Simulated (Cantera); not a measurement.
What does this Cantera script print?

```python
import numpy as np
import cantera as ct

gas_names = """
    O BOCL B2O3 CL
""".split()
cond_names = """

""".split()


# ... load() reads the species with a 1 bar reference pressure and builds the phases ...
species = {s.name: s for s in load("nasa_gas.yaml", gas_names) + load("nasa_condensed.yaml", cond_names)}
# Each term lists the table entries of one substance; the one whose range holds T is used.
reactions = {
    'O(g) + 2 BOCl(g) = B2O3(g) + 2 Cl(g)':
        [(-1, ['O']), (-2, ['BOCL']), (1, ['B2O3']), (2, ['CL'])],
}


def pick(names, T):
    return next(species[n] for n in names if species[n].thermo.min_temp <= T <= species[n].thermo.max_temp)


results = []
for label, terms in reactions.items():
    print(label)
    print("     T/K   dH/kJ  dS/(J/K)   dG/kJ   log10 K")
    for T in [1550, 1600, 1650, 1700, 1750, 1800, 1850, 1900]:
        used = [(nu, pick(names, T)) for nu, names in terms]
        dH = sum(nu * s.thermo.h(T) for nu, s in used) / 1e6
        dS = sum(nu * s.thermo.s(T) for nu, s in used) / 1e3
        dG = dH - T * dS / 1e3
        logK = -dG * 1e6 / (ct.gas_constant * T * np.log(10))
        results.append((label, T, dH, dS, dG, logK, [s.name for _, s in used]))
        print(f"{T:8g} {dH:8.1f} {dS:8.1f} {dG:8.1f} {logK:8.2f}")
```

Result:

```
O(g) + 2 BOCl(g) = B2O3(g) + 2 Cl(g)
     T/K   dH/kJ  dS/(J/K)   dG/kJ   log10 K
    1550   -205.8    -17.4   -178.9     6.03
    1600   -205.6    -17.3   -178.0     5.81
    1650   -205.4    -17.2   -177.1     5.61
    1700   -205.2    -17.0   -176.3     5.42
    1750   -205.0    -16.9   -175.4     5.24
    1800   -204.8    -16.8   -174.6     5.07
    1850   -204.6    -16.7   -173.7     4.91
    1900   -204.4    -16.6   -172.9     4.75
```

Source: NASA polynomial tables (part measured, part estimated), evaluated in Cantera. The tables' values for BOCl are old estimates. Condensed species are held in their standard states even where they would react or evaporate.
